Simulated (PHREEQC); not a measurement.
A solution holds 0.022 mol/kgw HF, 0.0023 mol/kgw KOH and 0.0039 mol/kgw LiCl, at 2.4 °C and 100 atm. Closed to the air; pH follows from the charge balance.

The numbers come from PHREEQC with the ion-association model, phreeqc.dat.

This is a speciation only: nothing precipitates in the calculation.

**Question.** Predict the pH, specific conductance, ionic strength.

**Answer.** pH 2.49; specific conductance 1100 µS/cm; ionic strength 0.00976 mol/kgw.

**Question.** In which forms is F present?

**Answer.** HF 72 %, F- 25 %, HF2- 2.3 % of the F.

Under pressure, the constants of complexes without a molar volume in the database are unreliable. Away from 25 °C the constants follow the database's enthalpies or fits; those with neither stay at their 25 °C values.
